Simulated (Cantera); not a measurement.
Cantera run:

```python
import numpy as np
import cantera as ct

gas_names = [...]  # 110 gases of nasa_gas.yaml made of C, H, O
cond_names = """
    C(gr) C6H6(L) C7H8(L) C8H18(L),n-octa H2O(s) H2O(L)
""".split()


# ... load() reads the species with a 1 bar reference pressure and builds the phases ...
atoms = {
    'C3H8': {'C': 3, 'H': 8},
    'O2': {'O': 2},
}
top_T = {'C(gr)': 4500}  # K; cautious upper limits of use, not melting points


# ... equilibrate(T, P, feed) seeds the gas with the atoms and calls Mixture.equilibrate('TP', solver="vcs", rtol=1e-11, max_steps=5000) ...
results = []
T = 973  # K
P = 31000  # Pa
for m in [0.015, 0.022, 0.032, 0.046, 0.066, 0.096, 0.14, 0.2, 0.29, 0.42, 0.6]:
    feed = {'C3H8': 1, 'O2': m}  # mol
    mix = equilibrate(T, P, feed)
    results.append((T, P, feed, dict(zip(mix.species_names, mix.species_moles))))

top = {s: max(r[3][s] / sum(r[3][g] for g in gas_names) for r in results) for s in gas_names}
cols = sorted((s for s in top if top[s] > 1e-05), key=lambda s: -top[s])[:6]
seen = [c for c in cond_names if any(r[3].get(c, 0) > 1e-12 for r in results)]
print("log10 of partial pressures in bar; condensed amounts in mol")
print(f"{'n(O2)':>10s}" + "".join(f"{s[:9]:>10s}" for s in cols + seen))
for T, P, feed, n in results:
    ng = sum(n[g] for g in gas_names)
    print(f"{feed['O2']:10.4g}" + "".join(f"{np.log10(max(n[s] / ng * P / 1e5, 1e-99)):10.3f}" for s in cols)
          + "".join(f"{n.get(c, 0):10.4g}" for c in seen))
```

Output:

```
log10 of partial pressures in bar; condensed amounts in mol
     n(O2)        H2        CO       CH4       H2O       CO2     C(gr)
     0.015    -0.528    -2.696    -1.948    -3.430    -5.390     2.833
     0.022    -0.530    -2.531    -1.951    -3.267    -5.061     2.822
     0.032    -0.532    -2.371    -1.955    -3.109    -4.741     2.806
     0.046    -0.535    -2.217    -1.961    -2.958    -4.433     2.783
     0.066    -0.539    -2.065    -1.969    -2.811    -4.129     2.751
     0.096    -0.545    -1.910    -1.982    -2.662    -3.819     2.703
      0.14    -0.554    -1.757    -1.999    -2.517    -3.513     2.632
       0.2    -0.566    -1.616    -2.023    -2.388    -3.231     2.535
      0.29    -0.583    -1.475    -2.057    -2.264    -2.948     2.389
      0.42    -0.606    -1.341    -2.104    -2.154    -2.681     2.178
       0.6    -0.637    -1.221    -2.164    -2.064    -2.441     1.885
```

Cantera equilibrium calculation (NASA polynomials, part measured and part estimated; ideal gas, pure solids and liquids).
